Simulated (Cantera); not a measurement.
**Reactions in the system Cl-H-Na**

Standard-state values (1 bar) from the NASA 1993 polynomials, evaluated with Cantera. Values are per mole of reaction as written; species without (g) are pure solids or liquids, kept so even where they would boil at 1 bar.

NaCl + H(g) ⇌ HCl(g) + Na

| T (K) | ΔH° (kJ) | ΔS° (J/K) | ΔG° (kJ) | log10 K |
|---|---|---|---|---|
| 1125 | 59.2 | 8.7 | 49.4 | -2.29 |
| 1175 | 57.8 | 7.5 | 49.0 | -2.18 |
| 1225 | 56.4 | 6.3 | 48.6 | -2.07 |
| 1275 | 55.0 | 5.2 | 48.4 | -1.98 |
| 1325 | 53.7 | 4.2 | 48.1 | -1.90 |
| 1375 | 52.5 | 3.3 | 47.9 | -1.82 |
| 1425 | 51.3 | 2.5 | 47.8 | -1.75 |
| 1475 | 50.1 | 1.7 | 47.7 | -1.69 |
| 1525 | 49.0 | 0.9 | 47.6 | -1.63 |

2 HCl(g) + 2 Na ⇌ 2 NaCl(g) + H2(g)

```csv
T (K),ΔH° (kJ),ΔS° (J/K),ΔG° (kJ),log10 K
1125,-196.1,78.9,-284.9,13.23
1175,-196.9,78.2,-288.9,12.84
1225,-197.8,77.5,-292.8,12.48
1275,-198.7,76.8,-296.6,12.15
1325,-199.6,76.1,-300.4,11.84
1375,-200.6,75.4,-304.2,11.56
1425,-201.6,74.7,-308.0,11.29
1475,-202.7,73.9,-311.7,11.04
1525,-203.8,73.2,-315.4,10.80
```
